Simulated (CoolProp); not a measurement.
Aqueous potassium carbonate as a coolant, at -3 °C, 1 atm.

Values from CoolProp's Melinder's fits for secondary coolants.

```csv
mass %,freezing point (°C),cp (kJ/(kg K)),viscosity (mPa s),conductivity (W/(m K)),density (kg/m³)
15.9,-6.4,3.427,?,0.545,1156
21.5,-9.9,3.217,3.21,0.540,1215
27.1,-15.0,3.016,4.03,0.534,1276
32.7,-22.7,?,5.41,0.528,1340
38.3,?,?,7.77,0.522,1406
```

Task: Some entries are withheld; supply them.

Result: 
- 15.9, viscosity (mPa s): 2.70
- 32.7, cp (kJ/(kg K)): 2.842
- 38.3, freezing point (°C): -33.5
- 38.3, cp (kJ/(kg K)): 2.708
